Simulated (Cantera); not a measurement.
An isothermal, constant-pressure homogeneous reactor starts with 1.82 % CH₄, 4.24 % O₂, 93.9 % N₂, equivalence ratio 0.86, at 1298 K and 6.40 bar.

Detailed kinetics in Cantera: GRI-Mech 3.0 (53 species, 325 reactions). The temperature is held fixed by assumption; the heat of reaction is taken as removed at once.

One state of this run: x CH₄ = <1e-12; x O₂ = 0.00606; x C₂H₆ = <1e-12; x N₂O = 4.92e-8; x C₂H = <1e-12. x: mole fraction; the columns are a selection and need not sum to one.

Q: Which value of t (s) does it belong to?
(A) 0.00346
(B) 0.000144
(C) 0.000707
(D) 0.408

A: D, 0.408
